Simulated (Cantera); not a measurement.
An isothermal, constant-pressure homogeneous reactor starts with NO : N2 = 1 : 1.8 (molar parts), at 1525 K and 1.58 atm. Integrator tolerance rtol = 1e-08.

Model: GRI-Mech 3.0 (53 species, 325 reactions), integrated in Cantera.

Question: What does this change do: temperature 1525 to 1725 K?

Answer: 
| quantity | before | after |
|---|---|---|
| x(NO) at 2.00 s | 0.347 (gas-phase equilibrium 0.00130) | 0.279 (gas-phase equilibrium 0.00300) |
| x(N2) at 2.00 s | 0.648 (gas-phase equilibrium 0.821) | 0.682 (gas-phase equilibrium 0.820) |
| x(O2) at 2.00 s | 0.00481 (gas-phase equilibrium 0.178) | 0.0385 (gas-phase equilibrium 0.177) |
| x(NO2) at 2.00 s | 0.000387 (gas-phase equilibrium 7.51e-6) | 0.000459 (gas-phase equilibrium 1.03e-5) |
| x(O) at 2.00 s | 3.81e-7 (gas-phase equilibrium 1.90e-6) | 9.46e-6 (gas-phase equilibrium 1.94e-5) |
